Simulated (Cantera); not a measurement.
**Silicon carbide growth: SiHCl3 + C2H4 + H2**

A closed system holds: 1 mol SiHCl3, 0.22 mol C2H4, 5.4 mol H2, held at 10.0 mbar.

Equilibrium computed with Cantera from the NASA thermochemical tables; the gas is ideal and each condensed phase is pure. Candidate condensed phases: C, C6H6, C7H8, C8H18, Si, SiC; 109 gas species. The tables' values for SiCl3, SiCl are old estimates; treat these amounts as uncertain. Gases not in the tables: Si2H6 and higher silanes. Equilibrium is a limit: real reactors are often held back by kinetics, nucleation or transport.

From 1448 K to 1998 K the condensed part is SiC(s). The main Si-bearing gas is SiCl2 throughout.

```
T (K)   x H2  x HCl  x SiCl2       x H   x SiCl3      x Cl   x SiCl4      x Si  n SiC(s)
-----  -----  -----  -------  --------  --------  --------  --------  --------  --------
1448   0.698  0.230   0.0630   7.70e-5   0.00611   2.07e-5   0.00218   7.88e-8     0.440
1498   0.695  0.234   0.0657  0.000143   0.00464   3.88e-5   0.00105   2.62e-7     0.440
1548   0.693  0.236   0.0673  0.000256   0.00352   6.96e-5  0.000516   8.03e-7     0.440
1598   0.691  0.237   0.0684  0.000443   0.00269  0.000120  0.000262   2.29e-6     0.440
1648   0.690  0.237   0.0691  0.000740   0.00208  0.000200  0.000137   6.14e-6     0.440
1698   0.689  0.238   0.0696   0.00120   0.00162  0.000322   7.46e-5   1.55e-5     0.440
1748   0.688  0.238   0.0699   0.00190   0.00128  0.000506   4.19e-5   3.71e-5     0.440
1798   0.687  0.238   0.0699   0.00292   0.00102  0.000774   2.42e-5   8.44e-5     0.440
1848   0.685  0.238   0.0698   0.00439  0.000825   0.00116   1.44e-5  0.000183     0.440
1898   0.683  0.238   0.0695   0.00646  0.000671   0.00170   8.78e-6  0.000380     0.440
1948   0.680  0.238   0.0687   0.00932  0.000549   0.00244   5.48e-6  0.000754     0.440
1998   0.675  0.238   0.0674    0.0132  0.000452   0.00346   3.49e-6   0.00143     0.439
```
x: gas mole fraction; n: condensed amount in mol.
